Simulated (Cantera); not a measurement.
Charge: 1 mol SiH₄, a varied amount of C₂H₂, 3.4 mol H₂, at 2475 K and 1.20 Torr.

These are equilibrium values from Cantera (NASA tables, ideal gas, pure condensed phases), not measurements of a reactor. Candidate condensed phases: C, C₆H₆, C₇H₈, C₈H₁₈, Si, SiC; 87 gas species. Gases not in the tables: Si₂H₆ and higher silanes. Kinetics and transport are ignored.

### Question
Which condensed phases are stable at each of these points (n(C₂H₂) (mol)): 0.0064, 0.011, 0.018, 0.031, 0.053, 0.09, 0.15, 0.26, 0.44, 0.76?

### Answer
```csv
n(C₂H₂) (mol),condensed phases,Si condensed (%)
0.0064,gas only,0.0
0.011,gas only,0.0
0.018,gas only,0.0
0.031,gas only,0.0
0.053,gas only,0.0
0.09,gas only,0.0
0.15,gas only,0.0
0.26,C(graphite),0.0
0.44,C(graphite),0.0
0.76,C(graphite),0.0
```

From 0.0064 mol C₂H₂ to 0.15 mol C₂H₂ nothing is condensed. From 0.26 mol C₂H₂ to 0.76 mol C₂H₂ the condensed part is C(graphite).
